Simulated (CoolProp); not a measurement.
Properties of ammonia at several states (Tc = 132.4 °C, pc = 11.36 MPa, ω = 0.256).

The numbers come from the reference Helmholtz-energy equation of state, Gao 2020 in CoolProp.

| T (°C) | p (MPa) | phase | density (kg/m³) | cp (kJ/(kg K)) | Prandtl number | fugacity coefficient |
|---|---|---|---|---|---|---|
| 19.65 | 3.6 | liquid | 613.3 | 4.706 | … | … |
| 164.75 | 0.0106 | gas | 0.04960 | 2.344 | 0.843 | 0.9997 |
| 450.05 | 2.65 | gas | 7.567 | 2.916 | 0.957 | 0.9918 |
| 307.05 | 22.3 | supercritical | … | 3.791 | 1.00 | … |
| 373.65 | 29.6 | supercritical | 107.7 | … | 0.968 | 0.8633 |

**Question.** What belongs in the gaps?

**Answer.** 
- 19.65, Prandtl number: 1.31
- 19.65, fugacity coefficient: 0.2200
- 307.05, density (kg/m³): 95.85
- 307.05, fugacity coefficient: 0.8300
- 373.65, cp (kJ/(kg K)): 3.690

Viscosity comes from a separate model (Fenghour 1995). Thermal conductivity comes from a separate model (Tufeu 1984).
